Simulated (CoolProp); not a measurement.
Values from CoolProp's reference Helmholtz-energy equation of state, Zhou 2012.

Task: For p-xylene, give the phase and the Z, speed of sound (m/s), isothermal compressibility (1/MPa), expansivity (1/kK) at 240.45 °C and 1020 kPa.

Result: 
- 240.45 °C and 1020 kPa: liquid; Z 0.0399, speed of sound 509, isothermal compressibility 0.00770, expansivity 2.27
